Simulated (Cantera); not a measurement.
Input: 1 mol SiHCl3, 0.013 mol CH4, 40 mol H2, at 1.10 mbar.

Method: chemical equilibrium by Gibbs-energy minimisation in Cantera with the NASA 1993 tables (ideal gas, pure condensed phases). Candidate condensed phases: C, C6H6, C7H8, C8H18, Si, SiC; 109 gas species. Mutual solubility and eutectic melting of coexisting phases are not modelled. The tables' values for SiCl, SiCl3 are old estimates; treat these amounts as uncertain. Gases not in the tables: Si2H6 and higher silanes. The numbers say what is thermodynamically allowed, not how fast it happens. All values below are at 1748 K.

Base state: H2 0.930, HCl 0.0515, SiCl2 0.00949, H 0.00664, Si 0.00132, Cl 0.000284, SiCl 0.000278, SiH 5.63e-5 (mole fractions); condensed: Si(l) + SiC(s).

**Question.** What changes in the equilibrium state with this change: SiHCl3 replaced by Si(CH3)4?

**Answer.** 
```json
[
 {"species": "H2", "before": "0.930", "after": "0.993"},
 {"species": "H", "before": "0.00664", "after": "0.00686"},
 {"species": "C2H2 (acetylene)", "before": "3.73e-8", "after": "0.000112"},
 {"species": "HCl", "before": "0.0515", "after": "0"},
 {"species": "SiCl2", "before": "0.00949", "after": "0"},
 {"species": "Si", "before": "0.00132", "after": "2.49e-5"},
 {"species": "Cl", "before": "0.000284", "after": "0"},
 {"species": "SiCl", "before": "0.000278", "after": "0"},
 {"species": "Si(l), mol", "before": "0.514", "after": "0"},
 {"species": "SiC(s), mol", "before": "0.0125", "after": "0.999"},
 {"species": "C(graphite), mol", "before": "0", "after": "3.00"}
]
```
